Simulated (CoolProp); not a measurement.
Properties of R115 at several states (Tc = 80.0 °C, pc = 3.129 MPa, ω = 0.248).

Model: reference Helmholtz-energy equation of state, Lemmon 2016, in CoolProp.

```
T (°C)  p (MPa)   phase           Z  cp (kJ/(kg K))  cv (kJ/(kg K))  expansivity (1/kK)
------  -------  ------  ----------  --------------  --------------  ------------------
136.15   0.0129     gas      0.9992          0.8461      (withheld)               2.450
85.25    0.0119     gas      0.9988      (withheld)      (withheld)               2.801
-86.05   0.0258  liquid  (withheld)      (withheld)      (withheld)               1.886
```

### Question
Some entries are withheld; supply them.

### Answer

- 136.15, cv (kJ/(kg K)): 0.7920
- 85.25, cp (kJ/(kg K)): 0.7905
- 85.25, cv (kJ/(kg K)): 0.7364
- -86.05, Z: 0.001505
- -86.05, cp (kJ/(kg K)): 0.8696
- -86.05, cv (kJ/(kg K)): 0.5716
